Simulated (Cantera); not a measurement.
A perfectly stirred reactor is fed with H2 : O2 : N2 = 0.73 : 1 : 1.9 (molar parts), at 44000 Pa; it is held at 1073 K, and followed from long to short residence time.

Detailed kinetics in Cantera: GRI-Mech 3.0 (53 species, 325 reactions). The temperature is held fixed by assumption; the heat of reaction is taken as removed at once.

**Question.** Predict: x(H2) at τ = 18.0 s; x(O2) at τ = 18.0 s; x(HO2) at τ = 18.0 s; x(H) at τ = 18.0 s; x(NO) at τ = 18.0 s; x(H2) at τ = 76.0 ms; x(O2) at τ = 76.0 ms; x(HO2) at τ = 76.0 ms; x(H) at τ = 76.0 ms; x(NO) at τ = 76.0 ms.

**Answer.** 
```json
{
 "x(H2) at τ = 18.0 s": "0.000125",
 "x(O2) at τ = 18.0 s": "0.195",
 "x(HO2) at τ = 18.0 s": "4.36e-6",
 "x(H) at τ = 18.0 s": "8.47e-8",
 "x(NO) at τ = 18.0 s": "2.63e-8",
 "x(H2) at τ = 76.0 ms": "0.00331",
 "x(O2) at τ = 76.0 ms": "0.196",
 "x(HO2) at τ = 76.0 ms": "5.40e-5",
 "x(H) at τ = 76.0 ms": "1.94e-5",
 "x(NO) at τ = 76.0 ms": "1.89e-8"
}
```
